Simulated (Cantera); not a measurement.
Standard-state values (1 bar) from the NASA 1993 polynomials, evaluated with Cantera. Values are per mole of reaction as written; species without (g) are pure solids or liquids, kept so even where they would boil at 1 bar.

### Question
Between 1750 and 2250 K, where is each reaction favourable under standard conditions?
- 6 H₂(g) + P₄(g) → 4 PH₃(g)
- 4 NH₃(g) + P₄(g) → 4 PH₃(g) + 4 N(g)

### Answer
- 6 H₂(g) + P₄(g) → 4 PH₃(g): ΔG° is 437 kJ at 1750 K and 578 kJ at 2250 K; it stays positive (K < 1). ΔH° is -53 kJ and ΔS° -280 J/K at 2250 K.
- 4 NH₃(g) + P₄(g) → 4 PH₃(g) + 4 N(g): ΔG° is 1287 kJ at 1750 K and 1059 kJ at 2250 K; it stays positive (K < 1). ΔH° is 2089 kJ and ΔS° 458 J/K at 2250 K.
